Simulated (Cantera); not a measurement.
Charge: 1 mol Si, 8.4 mol Br₂, 0.24 mol H₂, at 650 °C and 1.33 mbar.

Equilibrium computed with Cantera from the NASA thermochemical tables; the gas is ideal and each condensed phase is pure. Candidate condensed phases: Br₂, Si; 19 gas species. The numbers say what is thermodynamically allowed, not how fast it happens.

Base state: Br₂ 0.760, SiBr₄ 0.128, HBr 0.0612, Br 0.0513 (mole fractions); condensed: gas only.

Question: What changes in the equilibrium state with this change: temperature from 650 °C to 600 °C?

Answer: 
| species | before | after |
|---|---|---|
| Br₂ | 0.760 | 0.784 |
| SiBr₄ | 0.128 | 0.129 |
| HBr | 0.0612 | 0.0620 |
| Br | 0.0513 | 0.0251 |
